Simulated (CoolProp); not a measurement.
Vapour-liquid equilibrium of CHF3 (R23) (1) + R152A (2) at -64.05 °C; x and y are mole fractions of (1).

The numbers come from the multi-fluid Helmholtz-energy mixture model, Penoncello 2003 and Outcalt 1996; pair parameters Bell 2016 in CoolProp.

```csv
x,"bubble pressure, mixture model (kPa)","bubble pressure, Raoult's law (kPa)","y, mixture model","y, Raoult's law"
0.05,21.65,23.89,0.490,0.542
0.125,37.60,42.43,0.727,0.762
0.2,?,60.97,0.826,0.849
0.275,71.89,79.51,0.880,0.895
0.35,?,98.06,0.914,0.924
0.425,108.7,116.6,0.936,0.943
0.5,127.7,135.1,0.953,0.957
0.575,?,153.7,?,0.968
0.65,166.5,172.2,0.974,0.977
0.725,?,190.8,0.982,0.983
0.8,205.8,209.3,0.988,0.989
0.875,225.5,227.9,0.993,0.994
0.95,245.4,246.4,?,0.998
```

Question: Complete the blanks.

Answer: 
- 0.2, bubble pressure, mixture model (kPa): 54.38
- 0.35, bubble pressure, mixture model (kPa): 90.03
- 0.575, bubble pressure, mixture model (kPa): 147.0
- 0.575, y, mixture model: 0.965
- 0.725, bubble pressure, mixture model (kPa): 186.1
- 0.95, y, mixture model: 0.997

The largest gap from Raoult's law is -11.4 % in bubble pressure, at x = 0.125. No azeotrope shows between x = 0.05 and 0.95.

The pair parameters rest on a limited set of measurements; away from them the model extrapolates.
